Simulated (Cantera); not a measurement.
An adiabatic, constant-volume homogeneous reactor starts with CH₃OH : O₂ : N₂ = 1 : 1.52 : 4.39 (molar parts), at 1800 K and 73000 Pa. Integrator tolerance rtol = 1e-08.

Cantera simulation using GRI-Mech 3.0 (53 species, 325 reactions); the numbers are that mechanism's predictions, not measurements. GRI-Mech 3.0 was tuned for natural gas; its chemistry of methanol as a main component is partial and can be far from experiment.

What does this change do: pressure from 73000 Pa to 56000 Pa?


```tsv
quantity	before	after
time of steepest temperature rise	25.8 µs	33.2 µs
temperature at 0.100 s	2974 K	2945 K
equilibrium temperature	2974 K	2945 K
x(CH₃OH) at 0.100 s	<1e-12 (gas-phase equilibrium <1e-12)	<1e-12 (gas-phase equilibrium <1e-12)
x(O₂) at 0.100 s	0.0347 (gas-phase equilibrium 0.0347)	0.0354 (gas-phase equilibrium 0.0354)
x(CH₄) at 0.100 s	<1e-12 (gas-phase equilibrium <1e-12)	<1e-12 (gas-phase equilibrium <1e-12)
x(HCN) at 0.100 s	5.17e-9 (gas-phase equilibrium 5.17e-9)	4.11e-9 (gas-phase equilibrium 4.11e-9)
x(HCO) at 0.100 s	1.79e-7 (gas-phase equilibrium 1.79e-7)	1.49e-7 (gas-phase equilibrium 1.49e-7)
x(NO) at 0.100 s	0.0155 (gas-phase equilibrium 0.0155)	0.0151 (gas-phase equilibrium 0.0151)
x(C₂H₆) at 0.100 s	<1e-12 (gas-phase equilibrium <1e-12)	<1e-12 (gas-phase equilibrium <1e-12)
```

What does this change do: pressure from 73000 Pa to 1500000 Pa?


```json
[
 {"quantity": "time of steepest temperature rise", "before": "25.8 µs", "after": "1.78 µs"},
 {"quantity": "temperature at 0.100 s", "before": "2974 K", "after": "3306 K"},
 {"quantity": "equilibrium temperature", "before": "2974 K", "after": "3306 K"},
 {"quantity": "x(CH₃OH) at 0.100 s", "before": "<1e-12 (gas-phase equilibrium <1e-12)", "after": "<1e-12 (gas-phase equilibrium <1e-12)"},
 {"quantity": "x(O₂) at 0.100 s", "before": "0.0347 (gas-phase equilibrium 0.0347)", "after": "0.0266 (gas-phase equilibrium 0.0266)"},
 {"quantity": "x(CH₄) at 0.100 s", "before": "<1e-12 (gas-phase equilibrium <1e-12)", "after": "1.33e-12 (gas-phase equilibrium 1.66e-12)"},
 {"quantity": "x(HCN) at 0.100 s", "before": "5.17e-9 (gas-phase equilibrium 5.17e-9)", "after": "6.10e-8 (gas-phase equilibrium 6.10e-8)"},
 {"quantity": "x(HCO) at 0.100 s", "before": "1.79e-7 (gas-phase equilibrium 1.79e-7)", "after": "1.21e-6 (gas-phase equilibrium 1.21e-6)"},
 {"quantity": "x(NO) at 0.100 s", "before": "0.0155 (gas-phase equilibrium 0.0155)", "after": "0.0198 (gas-phase equilibrium 0.0198)"},
 {"quantity": "x(C₂H₆) at 0.100 s", "before": "<1e-12 (gas-phase equilibrium <1e-12)", "after": "<1e-12 (gas-phase equilibrium <1e-12)"}
]
```
The pressure lies above the range GRI-Mech 3.0 was tuned for (to about 10 atm). Above 3000 K some thermodynamic fits are extrapolated.

What does this change do: pressure from 73000 Pa to 47000 Pa?


| quantity | before | after |
|---|---|---|
| time of steepest temperature rise | 25.8 µs | 39.2 µs |
| temperature at 0.100 s | 2974 K | 2926 K |
| equilibrium temperature | 2974 K | 2926 K |
| x(CH₃OH) at 0.100 s | <1e-12 (gas-phase equilibrium <1e-12) | <1e-12 (gas-phase equilibrium <1e-12) |
| x(O₂) at 0.100 s | 0.0347 (gas-phase equilibrium 0.0347) | 0.0358 (gas-phase equilibrium 0.0358) |
| x(CH₄) at 0.100 s | <1e-12 (gas-phase equilibrium <1e-12) | <1e-12 (gas-phase equilibrium <1e-12) |
| x(HCN) at 0.100 s | 5.17e-9 (gas-phase equilibrium 5.17e-9) | 3.52e-9 (gas-phase equilibrium 3.52e-9) |
| x(HCO) at 0.100 s | 1.79e-7 (gas-phase equilibrium 1.79e-7) | 1.32e-7 (gas-phase equilibrium 1.32e-7) |
| x(NO) at 0.100 s | 0.0155 (gas-phase equilibrium 0.0155) | 0.0148 (gas-phase equilibrium 0.0148) |
| x(C₂H₆) at 0.100 s | <1e-12 (gas-phase equilibrium <1e-12) | <1e-12 (gas-phase equilibrium <1e-12) |
